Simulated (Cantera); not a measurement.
Feed: 1 mol TiO2, 4.3 mol CH4, 1.4 mol H2, 3.1 mol C, held at 2648 K.

These are equilibrium values from Cantera (NASA tables, ideal gas, pure condensed phases), not measurements of a reactor. Candidate condensed phases: C, C6H6, C7H8, C8H18, H2O, Ti, TiC, TiO, TiO2, Ti2O3, Ti3O5, Ti4O7; 113 gas species. TiC: taken at fixed stoichiometry. Rates play no part.

Problem. Which condensed phases are stable at each of these points (P (Pa)): 10, 68, 460, 3200, 22000, 150000, 1000000?

Solution. 
| P (Pa) | condensed phases | Ti condensed (%) |
|---|---|---|
| 10 | C(graphite) | 0.0 |
| 68 | C(graphite) + TiC(s) | 73.1 |
| 460 | C(graphite) + TiC(s) | 96.8 |
| 3200 | C(graphite) + TiC(s) | 99.6 |
| 22000 | C(graphite) + TiC(s) | 99.9 |
| 150000 | C(graphite) + TiC(s) | 100.0 |
| 1000000 | C(graphite) + TiC(s) | 100.0 |

At 10.0 Pa the condensed part is C(graphite). From 68.0 Pa to 10.0 bar the condensed part is C(graphite) + TiC(s).
